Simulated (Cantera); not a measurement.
Input: 1 mol SiHCl3, 2.5 mol NH3, 1.3 mol N2, at 1075 K and 100000 Pa.

These are equilibrium values from Cantera (NASA tables, ideal gas, pure condensed phases), not measurements of a reactor. Candidate condensed phases: NH4Cl, Si, Si3N4; 28 gas species. The tables' values for SiCl3 are old estimates; treat these amounts as uncertain. Kinetics and transport are ignored.

Base state: H2 0.413, HCl 0.296, N2 0.266, SiCl4 0.0248, SiHCl3 0.000430, NH3 5.01e-5, SiCl3 2.85e-5 (mole fractions); condensed: Si3N4(s).

Q: What changes in the equilibrium state with this change: pressure from 100000 Pa to 10000 Pa?

A: 
```tsv
species	before	after
H2	0.413	0.398
HCl	0.296	0.323
N2	0.266	0.260
SiCl4	0.0248	0.0178
NH3	5.01e-5	4.70e-6
SiCl3	2.85e-5	5.83e-5
Si3N4(s), mol	0.270	0.287
```
